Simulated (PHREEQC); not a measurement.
Make-up at 25 °C: 160 mmol/kgw MgCl2, 2.3 mmol/kgw Na2SO4 and 0.38 mmol/kgw H4SiO4. Closed to the air; pH follows from the charge balance.

The numbers come from PHREEQC with the ion-association model, wateq4f.dat.

Each row changes one thing in this solution. No solid was allowed to form.

| case | pH | ionic strength (mol/kgw) | MgSO4 (mol/kgw) | SO4-2 (mol/kgw) | NaSO4- (mol/kgw) | MgOH+ (mol/kgw) | SI of Chalcedony (SiO2) |
|---|---|---|---|---|---|---|---|
| as made | 6.29 | 0.481 | 0.00154 | 0.000755 | 3.71e-6 | 4.58e-7 | +0.19 |
| MgCl2 from 0.16 to 0.32 mol/kgw | … | 0.960 | 0.00169 | 0.000609 | 2.39e-6 | 7.21e-7 | +0.24 |
| 0.028 mol/kgw NiSO4 added | … | 0.505 | 0.0180 | 0.0101 | 4.86e-5 | 2.23e-7 | +0.19 |
| Na2SO4 from 0.0023 to 0.00345 mol/kgw | … | 0.481 | 0.00231 | 0.00114 | 8.37e-6 | 4.58e-7 | +0.19 |
| 0.0081 mol/kgw CsCl added | 6.29 | … | 0.00154 | 0.000761 | 3.72e-6 | 4.57e-7 | +0.19 |

**Question.** Some entries are withheld; supply them.

**Answer.** 
- MgCl2 from 0.16 to 0.32 mol/kgw, pH: 6.17
- 0.028 mol/kgw NiSO4 added, pH: 6.03
- Na2SO4 from 0.0023 to 0.00345 mol/kgw, pH: 6.30
- 0.0081 mol/kgw CsCl added, ionic strength (mol/kgw): 0.489

The ionic strength passes 0.7 mol/kgw, the rough limit of the ion-association models, in MgCl2 from 0.16 to 0.32 mol/kgw. Some of these states are supersaturated (in Quartz (slow to form), Chalcedony (slow to form), for instance).
